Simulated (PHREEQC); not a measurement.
Dissolve 0.0017 mol/kgw HF, 0.046 mol/kgw H2SiF6, 0.00072 mol/kgw HBF4 and 0.016 mol/kgw HNO3 at 25 °C. Closed to the air; pH follows from the charge balance.

Model: ion-association model, wateq4f.dat, run in PHREEQC.

This is a speciation only: nothing precipitates in the calculation.

Question: Order these B species by the share of B that they hold, largest first: BF3OH-, BF2(OH)2-, BF4-, H3BO3.

Answer: BF4- (80 %), H3BO3 (17 %), BF3OH- (3.2 %), BF2(OH)2- (0.46 %)

The pH is 1.07 and the ionic strength 0.151 mol/kgw. Examples of supersaturated solids here: Quartz (slow to form), Chalcedony (slow to form). Others may be too. SiF6-2 is the database's only silicon fluoride. Real BF4- forms and hydrolyses slowly; the run takes it at equilibrium.
